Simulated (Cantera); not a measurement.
A Cantera script and what it prints.

```python
import numpy as np
import cantera as ct

gas_names = [...]  # 114 gases of nasa_gas.yaml made of C, Fe, H, O
cond_names = """
    C(gr) C6H6(L) C7H8(L) C8H18(L),n-octa Fe(a) Fe(c) Fe(d) Fe(L) FeC5O5(L) FeO(s) FeO(L) Fe(OH)2(s)
    Fe(OH)3(s) Fe2O3(s) Fe3O4(s) H2O(s) H2O(L)
""".split()


# ... load() reads the species with a 1 bar reference pressure and builds the phases ...
atoms = {
    'Fe2O3': {'Fe': 2, 'O': 3},
    'CO': {'C': 1, 'O': 1},
    'H2': {'H': 2},
    'C': {'C': 1},
}
top_T = {'C(gr)': 4500, 'Fe2O3(s)': 1830, 'Fe3O4(s)': 1870}  # K; cautious upper limits of use, not melting points


# ... equilibrate(T, P, feed) seeds the gas with the atoms and calls Mixture.equilibrate('TP', solver="gibbs", rtol=1e-10, max_steps=50000) ...
results = []
T = 1800  # K
P = 1000  # Pa
for m in [0.57, 1.1, 1.7, 2.2, 2.7, 3.3, 3.8, 4.4, 4.9, 5.5, 6]:
    feed = {'Fe2O3': 1, 'CO': 5.1, 'H2': m, 'C': 0.82}  # mol
    mix = equilibrate(T, P, feed)
    results.append((T, P, feed, dict(zip(mix.species_names, mix.species_moles))))

top = {s: max(r[3][s] / sum(r[3][g] for g in gas_names) for r in results) for s in gas_names}
cols = sorted((s for s in top if top[s] > 1e-06), key=lambda s: -top[s])[:7]
seen = [c for c in cond_names if any(r[3].get(c, 0) > 1e-12 for r in results)]
print("log10 of partial pressures in bar; condensed amounts in mol")
print(f"{'n(H2)':>10s}" + "".join(f"{s[:9]:>10s}" for s in cols + seen))
for T, P, feed, n in results:
    ng = sum(n[g] for g in gas_names)
    print(f"{feed['H2']:10.4g}" + "".join(f"{np.log10(max(n[s] / ng * P / 1e5, 1e-99)):10.3f}" for s in cols)
          + "".join(f"{n.get(c, 0):10.4g}" for c in seen))
```

It prints:

```
log10 of partial pressures in bar; condensed amounts in mol
     n(H2)        CO        H2       H2O       CO2        Fe         H        OH     Fe(d)    FeO(L)
      0.57    -2.090    -3.223    -3.565    -3.014    -4.531    -5.058    -6.579    0.6089     1.372
       1.1    -2.124    -2.971    -3.313    -3.048    -4.531    -4.932    -6.454    0.7729     1.206
       1.7    -2.160    -2.818    -3.159    -3.084    -4.531    -4.855    -6.377    0.9585     1.019
       2.2    -2.188    -2.733    -3.075    -3.112    -4.531    -4.813    -6.334     1.113    0.8625
       2.7    -2.214    -2.670    -3.012    -3.137    -4.531    -4.781    -6.303     1.268    0.7063
       3.3    -2.243    -2.612    -2.954    -3.167    -4.531    -4.752    -6.274     1.454    0.5188
       3.8    -2.266    -2.574    -2.915    -3.190    -4.531    -4.733    -6.255     1.608    0.3625
       4.4    -2.292    -2.536    -2.878    -3.216    -4.531    -4.714    -6.236     1.794     0.175
       4.9    -2.313    -2.510    -2.851    -3.236    -4.531    -4.701    -6.223     1.949    0.0187
       5.5    -2.332    -2.470    -2.855    -3.298    -4.531    -4.681    -6.246     1.966         0
         6    -2.347    -2.440    -2.862    -3.350    -4.531    -4.666    -6.268     1.964         0
```

These are equilibrium values from Cantera (NASA tables, ideal gas, pure condensed phases), not measurements of a reactor. Mutual solubility and eutectic melting of coexisting phases are not modelled. The tables' stoichiometric FeO is somewhat more stable than real wüstite, so its field is too wide. FeO: taken at fixed stoichiometry.
